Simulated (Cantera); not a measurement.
Input: 1 mol NF3, 0.048 mol O2, 3.3 mol N2, 3.7 mol H2O, equilibrated at 5.20 mbar.

Method: chemical equilibrium by Gibbs-energy minimisation in Cantera with the NASA 1993 tables (ideal gas, pure condensed phases). Candidate condensed phases: H2O; 40 gas species. Equilibrium is a limit: real reactors are often held back by kinetics, nucleation or transport.

Problem. At 2052 °C, list the 4 most abundant gas species with their mole fractions, and the condensed phases.

Solution. N2 0.367, HF 0.292, H2O 0.168, O2 0.0721. Condensed: gas only.
